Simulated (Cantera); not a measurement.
A Cantera script and what it prints.

```python
import numpy as np
import cantera as ct

gas_names = [...]  # 123 gases of nasa_gas.yaml made of C, H, O, Si
cond_names = """
    C(gr) C6H6(L) C7H8(L) C8H18(L),n-octa H2O(s) H2O(L) Si(cr) Si(L) SiC(b) SiO2(Lqz) SiO2(hqz) SiO2(L)
""".split()


# ... load() reads the species with a 1 bar reference pressure and builds the phases ...
atoms = {
    'SiC': {'Si': 1, 'C': 1},
    'O2': {'O': 2},
    'H2': {'H': 2},
}
top_T = {'C(gr)': 4500, 'SiC(b)': 3050}  # K; cautious upper limits of use, not melting points


# ... equilibrate(T, P, feed) seeds the gas with the atoms and calls Mixture.equilibrate('TP', solver="vcs", rtol=1e-11, max_steps=5000) ...
results = []
feed = {'SiC': 1, 'O2': 0.28, 'H2': 2.6}  # mol
P = 0.24  # Pa
for T in [1300, 1400, 1500, 1600, 1700, 1800, 1900, 2000, 2100, 2200]:
    mix = equilibrate(T, P, feed)
    results.append((T, P, feed, dict(zip(mix.species_names, mix.species_moles))))

top = {s: max(r[3][s] / sum(r[3][g] for g in gas_names) for r in results) for s in gas_names}
cols = sorted((s for s in top if top[s] > 1e-05), key=lambda s: -top[s])[:5]
seen = [c for c in cond_names if any(r[3].get(c, 0) > 1e-12 for r in results)]
print("log10 of partial pressures in bar; condensed amounts in mol")
print(f"{'T/K':>10s}" + "".join(f"{s[:9]:>10s}" for s in cols + seen))
for T, P, feed, n in results:
    ng = sum(n[g] for g in gas_names)
    print(f"{T:10.4g}" + "".join(f"{np.log10(max(n[s] / ng * P / 1e5, 1e-99)):10.3f}" for s in cols)
          + "".join(f"{n.get(c, 0):10.4g}" for c in seen))
```

Output:

```
log10 of partial pressures in bar; condensed amounts in mol
       T/K        H2         H        Si        CO       SiO     C(gr)    SiC(b)
      1300    -5.705    -8.809   -11.328    -6.672    -6.672         0      0.72
      1400    -5.706    -8.166    -9.952    -6.673    -6.673         0    0.7199
      1500    -5.710    -7.609    -8.763    -6.673    -6.677         0    0.7188
      1600    -5.723    -7.126    -7.740    -6.664    -6.702         0    0.7076
      1700    -5.769    -6.716    -6.938    -6.598    -6.868         0    0.6348
      1800    -5.868    -6.380    -6.545    -6.505    -7.616         0    0.4741
      1900    -6.048    -6.124    -6.338    -6.566    -8.711    0.3789         0
      2000    -6.272    -5.925    -6.384    -6.614    -9.407    0.3555         0
      2100    -6.610    -5.811    -6.436    -6.659   -10.048    0.3131         0
      2200    -7.027    -5.763    -6.474    -6.686   -10.606    0.2373         0
```

Cantera equilibrium calculation (NASA polynomials, part measured and part estimated; ideal gas, pure solids and liquids).
